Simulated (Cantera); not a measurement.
Feed: 1 mol H2S, 0.086 mol O2, 25 mol N2, equilibrated at 0.100 bar.

These are equilibrium values from Cantera (NASA tables, ideal gas, pure condensed phases), not measurements of a reactor. Candidate condensed phases: H2O, H2SO4, S; 35 gas species. Rates play no part. All values below are at 2825 °C.

Base state: N2 0.898, H 0.0561, S 0.0308, H2 0.00705, SO 0.00247, O 0.00234, S2 0.000852, SH 0.000835 (mole fractions); condensed: gas only.

**Question.** What changes in the equilibrium state with this change: pressure from 0.100 bar to 1 atm?

**Answer.** 
```tsv
species	before	after
N2	0.898	0.917
H	0.0561	0.0291
S	0.0308	0.0213
H2	0.00705	0.0192
H2S	5.60e-6	0.000107
H2O	0.000170	0.000985
S2	0.000852	0.00414
O	0.00234	0.000489
```
